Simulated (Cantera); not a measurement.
Cantera with NASA thermochemical tables; ideal gases at 1 bar, condensed phases pure. Values are per mole of reaction as written; species without (g) are pure solids or liquids, kept so even where they would boil at 1 bar.

4 F2(g) + 2 Cu2O + N(g) ⇌ 4 CuF2(g) + NO2(g)

```csv
T (K),ΔH° (kJ),ΔS° (J/K),ΔG° (kJ),log10 K
1998,-1400.3,-29.6,-1341.1,35.06
2048,-1404.4,-31.6,-1339.6,34.17
2098,(withheld),(withheld),(withheld),(withheld)
2148,-1412.4,-35.5,-1336.2,32.49
2198,(withheld),(withheld),(withheld),(withheld)
2248,-1420.3,-39.1,-1332.5,30.96
2298,-1424.2,-40.8,-1330.5,30.24
2348,-1428.0,-42.4,-1328.4,29.55
2398,-1431.8,-44.0,-1326.3,28.89
```

Q: What belongs in the gaps?

A: 
- 2098, ΔH° (kJ): -1408.4
- 2098, ΔS° (J/K): -33.6
- 2098, ΔG° (kJ): -1338.0
- 2098, log10 K: 33.31
- 2198, ΔH° (kJ): -1416.4
- 2198, ΔS° (J/K): -37.3
- 2198, ΔG° (kJ): -1334.4
- 2198, log10 K: 31.71
